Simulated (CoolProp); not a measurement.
CF4 (R14) at 495 K and 3.52 MPa flows at 0.19 m/s in a round tube of 50 mm bore and 1.5 µm roughness, fully developed (64/Re and Nu = 3.66 if laminar; Colebrook and Gnielinski if turbulent). Each further row changes one setting.

Values from CoolProp's reference Helmholtz-energy equation of state, Platzer 1990. This equation is an older, rougher fit.

```
case               Reynolds number  Darcy friction factor  pressure drop (Pa/m)  heat-transfer coefficient (W/(m² K))  mass flow (kg/h)
-----------------  ---------------  ---------------------  --------------------  ------------------------------------  ----------------
as stated                    26700                 0.0242                 0.656                                  43.4               101
velocity 0.38 m/s            53500                 0.0207                  2.24                                  74.9               202
diameter 100 mm              53500                 0.0206                 0.280                                  37.4               403
```

Viscosity comes from a separate model (Huber 2003), an estimate that may be off by 10 % or more. Thermal conductivity comes from a separate model (Huber 2003), an estimate that may be off by 10 % or more.
